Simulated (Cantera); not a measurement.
**Low-pressure radical oxidation in H2/O2**

An isothermal, constant-pressure homogeneous reactor starts with 1.38 % H₂, 98.6 % O₂, at 973 K and 0.0263 atm.

Computed with Cantera and GRI-Mech 3.0 (53 species, 325 reactions). Radical loss at walls, strong at low pressure, is not modelled.

| t (s) | x H₂ | x O₂ | x H₂O₂ | x H | x H₂O | x HO₂ | x OH |
|---|---|---|---|---|---|---|---|
| 0.000400 | 0.0138 | 0.986 | <1e-12 | 2.34e-11 | 3.28e-11 | 5.17e-11 | 3.73e-11 |
| 0.000815 | 0.0138 | 0.986 | <1e-12 | 6.47e-11 | 2.04e-10 | 1.11e-10 | 1.27e-10 |
| 0.00166 | 0.0138 | 0.986 | <1e-12 | 4.06e-10 | 2.00e-9 | 2.85e-10 | 8.63e-10 |
| 0.00338 | 0.0138 | 0.986 | <1e-12 | 1.51e-8 | 8.38e-8 | 3.61e-9 | 3.26e-8 |
| 0.00688 | 0.0136 | 0.986 | 2.31e-9 | 2.32e-5 | 0.000127 | 3.41e-6 | 4.82e-5 |
| 0.0140 | 0.000684 | 0.981 | 1.94e-7 | 0.000870 | 0.0124 | 7.80e-6 | 0.000651 |
| 0.0285 | 6.30e-5 | 0.984 | 6.33e-8 | 0.000102 | 0.0137 | 3.58e-6 | 0.000204 |
| 0.0581 | 1.43e-5 | 0.986 | 4.62e-8 | 1.67e-5 | 0.0138 | 1.89e-6 | 0.000102 |
| 0.118 | 3.83e-6 | 0.986 | 3.72e-8 | 2.56e-6 | 0.0139 | 9.41e-7 | 5.39e-5 |
| 0.241 | 1.00e-6 | 0.986 | 2.72e-8 | 3.67e-7 | 0.0139 | 4.16e-7 | 2.83e-5 |
| 0.491 | 2.52e-7 | 0.986 | 1.73e-8 | 5.36e-8 | 0.0139 | 1.65e-7 | 1.50e-5 |
| 1.00 | 6.27e-8 | 0.986 | 9.63e-9 | 8.59e-9 | 0.0139 | 6.16e-8 | 8.24e-6 |
x: mole fraction; the columns are a selection and need not sum to one.

Equilibrium at this temperature and pressure: H₂ 3.30e-12, O₂ 0.986, H₂O₂ 4.45e-12, H <1e-12, H₂O 0.0139, HO₂ 2.87e-10, OH 9.11e-8 (gas phase only).
